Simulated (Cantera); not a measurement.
# N2O furnace oxynitridation

A perfectly stirred reactor is fed with 87.7 % N2O, 12.3 % O2, at 33.0 Torr; it is held at 1598 K, and followed from long to short residence time.

Cantera simulation using GRI-Mech 3.0 (53 species, 325 reactions); the numbers are that mechanism's predictions, not measurements. GRI-Mech 3.0 was tuned for natural gas; its chemistry of N2O as a main component is partial and can be far from experiment. Radical loss at walls, strong at low pressure, is not modelled. The temperature is held fixed by assumption; the heat of reaction is taken as removed at once.

```
τ (s)    x N2O   x O2      x NO       x O    x NO2      x N2
-------  -----  -----  --------  --------  -------  --------
0.50     0.138  0.273     0.151  0.000167  6.50e-5     0.438
0.16     0.321  0.235     0.115  0.000170  4.52e-5     0.329
0.052    0.561  0.186    0.0654  0.000171  2.25e-5     0.187
0.017    0.741  0.150    0.0282  0.000171  7.89e-6    0.0808
0.0053   0.830  0.132   0.00980  0.000170  1.86e-6    0.0281
0.0017   0.861  0.126   0.00320  0.000167  3.11e-7   0.00929
0.00055  0.872  0.124  0.000987  0.000157  3.71e-8   0.00297
0.00018  0.876  0.123  0.000276  0.000133  3.29e-9  0.000919
```
x: mole fraction; the columns are a selection and need not sum to one.
